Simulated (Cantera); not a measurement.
A perfectly stirred reactor is fed with 15.4 % CH4, 63.1 % H2O, 21.5 % H2, at 23.0 bar; it is held at 1975 K, and followed from long to short residence time.

Cantera simulation using GRI-Mech 3.0 (53 species, 325 reactions); the numbers are that mechanism's predictions, not measurements. The pressure lies above the range GRI-Mech 3.0 was tuned for (to about 10 atm).

One state of this run: x CH4 = 0.00232; x H2O = 0.354; x H2 = 0.528; x CO2 = 0.0150; x HCO = 1.82e-7; x O = 3.82e-9. x: mole fraction; the columns are a selection and need not sum to one.

### Question
Which value of τ (s) does it belong to?
A. 0.0025
B. 0.011
C. 0.00054
D. 0.25

### Answer
D, 0.25
